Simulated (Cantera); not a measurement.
Cantera run, input and output.

```python
import numpy as np
import cantera as ct

gas = ct.Solution("h2o2.yaml")
gas.TPX = 1450, 2100, {'H2': 0.018, 'O2': 1, 'N2': 2.7}
reactor = ct.IdealGasConstPressureReactor(gas, energy="off", clone=False)
net = ct.ReactorNet([reactor])
net.rtol, net.atol = 1e-08, 1e-18
show = ['H2', 'O2', 'H2O', 'OH', 'O', 'H']
times = np.geomspace(1e-06, 3, 11)

steps = ct.SolutionArray(gas, extra=["t"])
rows = []
print(f"{'t/s':>10s}{'T/K':>9s}{'P/Pa':>11s}" + "".join(f"{s:>11s}" for s in show))
for t in times:
    while net.time < t:
        t_next = net.step()
        steps.append(gas.state, t=t_next)
    rows.append([np.interp(t, steps.t, y) for y in (steps.T, steps.P, *steps(*show).X.T)])
    print(f"{t:10.3e}{rows[-1][0]:9.1f}{rows[-1][1]:11.4g}" + "".join(f"{x:11.3e}" for x in rows[-1][2:]))
rate = np.gradient(steps.T, steps.t)
print("integrator steps:", len(steps.t))
if steps.T.max() > steps.T[0] + 200:
    print(f"time of steepest temperature rise: {steps.t[rate.argmax()]:.4e} s")
gas.TPX = 1450, 2100, {'H2': 0.018, 'O2': 1, 'N2': 2.7}
gas.equilibrate("TP")
print(f"equilibrium (TP): T = {gas.T:.1f} K  " + "  ".join(f"{s} {gas[s].X[0]:.3e}" for s in show))
```

Output:

```
       t/s      T/K       P/Pa         H2         O2        H2O         OH          O          H
 1.000e-06   1450.0       2100  4.841e-03  2.690e-01  1.308e-15  1.181e-12  1.182e-12  9.236e-11
 4.443e-06   1450.0       2100  4.841e-03  2.690e-01  1.114e-13  2.258e-11  2.260e-11  3.932e-10
 1.974e-05   1450.0       2100  4.841e-03  2.690e-01  8.836e-12  3.910e-10  3.930e-10  1.463e-09
 8.773e-05   1450.0       2100  4.841e-03  2.690e-01  5.418e-10  4.902e-09  5.016e-09  3.739e-09
 3.898e-04   1450.0       2100  4.841e-03  2.690e-01  2.278e-08  4.480e-08  4.871e-08  1.071e-08
 1.732e-03   1450.0       2100  4.837e-03  2.690e-01  2.596e-06  2.096e-06  2.398e-06  3.597e-07
 7.696e-03   1450.0       2100  6.320e-05  2.644e-01  4.269e-03  7.831e-04  3.985e-03  2.346e-04
 3.420e-02   1450.0       2100  3.026e-05  2.646e-01  4.378e-03  6.747e-04  3.854e-03  1.934e-04
 1.519e-01   1450.0       2100  2.391e-05  2.651e-01  4.453e-03  6.005e-04  3.002e-03  1.337e-04
 6.752e-01   1450.0       2100  1.052e-05  2.663e-01  4.620e-03  3.992e-04  1.279e-03  3.771e-05
 3.000e+00   1450.0       2100  1.709e-06  2.670e-01  4.769e-03  1.613e-04  2.021e-04  2.402e-06
integrator steps: 955
equilibrium (TP): T = 1450.0 K  H2 6.159e-08  O2 2.672e-01  H2O 4.838e-03  OH 3.070e-05  O 7.209e-06  H 1.631e-08
```

Cantera simulation using the H2/O2 subset of GRI-Mech 3.0, which has no nitrogen chemistry; the numbers are that mechanism's predictions, not measurements. Radical loss at walls, strong at low pressure, is not modelled.
